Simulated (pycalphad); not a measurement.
An equivalent pycalphad script:

```python
from pycalphad import Database, equilibrium, calculate, variables as v
import numpy as np
db = Database('COST507.tdb')
comps = ['HF', 'C', 'VA']
phases = ['BCC_A2', 'FCC_A1', 'GRAPHITE', 'HCP_A3', 'LIQUID']
eq = equilibrium(db, comps, phases, {v.X('C'): 0.0162, v.T: np.arange(3300, 499, -100), v.P: 101325, v.N: 1}, output=['HM', 'SM'])
```

All values are pycalphad results on the COST 507 light-alloy database (1999) (1 atm), not direct measurements. These are 1990s assessments: newer ones move some temperatures and phases. Phase fractions are per mole of atoms. Diffusion is slow at the low end, where real alloys seldom reach equilibrium.

Results at three of the temperatures:

```
T = 2000.00 K, P = 101325 Pa, N = 1 mol of atoms
G = -150847 J/mol, H = 50742 J/mol, S = 100.79 J/(mol K)  (SER reference)
chemical potentials (J/mol): Hf -147737, C -339674
phase             fraction      x(Hf)       x(C)
HCP_A3              1.0000     0.9838     0.0162
```

```
T = 1200.00 K, P = 101325 Pa, N = 1 mol of atoms
G = -77051 J/mol, H = 22201 J/mol, S = 82.71 J/(mol K)  (SER reference)
chemical potentials (J/mol): Hf -73606, C -286294
phase             fraction      x(Hf)       x(C)
HCP_A3              1.0000     0.9838     0.0162
```

```
T = 900.00 K, P = 101325 Pa, N = 1 mol of atoms
G = -53537 J/mol, H = 12830 J/mol, S = 73.74 J/(mol K)  (SER reference)
chemical potentials (J/mol): Hf -49999, C -268370
phase             fraction      x(Hf)       x(C)
HCP_A3              1.0000     0.9838     0.0162
```

Changes of the phase set, refined by bisection:

```
T (°C)  phases above  phases below
------  ------------  ------------
2214.4        liquid  hcp + liquid
2206.3  hcp + liquid     bcc + hcp
1916.4     bcc + hcp           hcp
337.6            hcp     fcc + hcp
```

HCP_A3 is hcp. The fcc model also describes the rock-salt carbide or nitride (TiC, TiN, HfC).
